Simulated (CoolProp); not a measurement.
The numbers come from the reference Helmholtz-energy equation of state, Lemmon 2005 in CoolProp. It is a short technical equation, of lower accuracy than the large ones.

**Question.** Give the vapour pressure (kPa), liquid cp (kJ/(kg K)), surface tension (mN/m) of saturated cis-2-butene at 234.9, 243.1, 267.8 K.

**Answer.** 
```
T (K)  p (kPa)  liquid cp (kJ/(kg K))  surface tension (mN/m)
-----  -------  ---------------------  ----------------------
234.9     14.5                   2.04                    22.5
243.1     22.6                   2.06                    21.4
267.8     70.7                   2.13                    18.0
```

Surface tension comes from a separate correlation (Mulero 2014).
